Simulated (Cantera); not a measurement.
An isothermal, constant-pressure homogeneous reactor starts with 45.5 % NO, 54.5 % N2, at 1800 K and 135 Torr.

Model: GRI-Mech 3.0 (53 species, 325 reactions), integrated in Cantera.

x: mole fraction; the columns are a selection and need not sum to one.

| t (s) | x NO | x O2 | x NO2 | x N2 | x O | x N2O |
|---|---|---|---|---|---|---|
| 0.000100 | 0.455 | 1.74e-9 | 7.19e-8 | 0.545 | 7.93e-7 | 8.56e-7 |
| 0.000282 | 0.455 | 1.29e-8 | 5.05e-7 | 0.545 | 1.95e-6 | 2.39e-6 |
| 0.000795 | 0.455 | 9.58e-8 | 2.96e-6 | 0.545 | 4.12e-6 | 6.57e-6 |
| 0.00224 | 0.454 | 8.35e-7 | 1.28e-5 | 0.545 | 7.76e-6 | 1.72e-5 |
| 0.00631 | 0.454 | 9.67e-6 | 3.89e-5 | 0.545 | 1.52e-5 | 4.00e-5 |
| 0.0178 | 0.454 | 8.55e-5 | 6.56e-5 | 0.546 | 2.24e-5 | 6.98e-5 |
| 0.0502 | 0.454 | 0.000382 | 7.20e-5 | 0.546 | 2.44e-5 | 8.19e-5 |
| 0.141 | 0.452 | 0.00124 | 7.74e-5 | 0.547 | 2.59e-5 | 8.15e-5 |
| 0.399 | 0.447 | 0.00367 | 9.04e-5 | 0.549 | 2.97e-5 | 7.94e-5 |
| 1.12 | 0.433 | [?] | [?] | 0.556 | [?] | 7.38e-5 |
| 3.17 | 0.397 | 0.0284 | 0.000161 | 0.574 | 5.44e-5 | 6.08e-5 |
| 8.93 | 0.314 | 0.0702 | 0.000194 | 0.616 | 7.99e-5 | 3.67e-5 |
| 25.2 | 0.175 | 0.140 | 0.000151 | 0.685 | 0.000109 | 1.11e-5 |
| 71.0 | [?] | [?] | [?] | 0.746 | 0.000130 | [?] |
| 200 | 0.0103 | 0.222 | 1.12e-5 | 0.768 | 0.000136 | 1.33e-7 |

Task: Some entries are withheld; supply them.

Result: 
- 1.12, x O2: 0.0104
- 1.12, x NO2: 0.000118
- 1.12, x O: 3.82e-5
- 71.0, x NO: 0.0526
- 71.0, x O2: 0.201
- 71.0, x NO2: 5.46e-5
- 71.0, x N2O: 1.06e-6
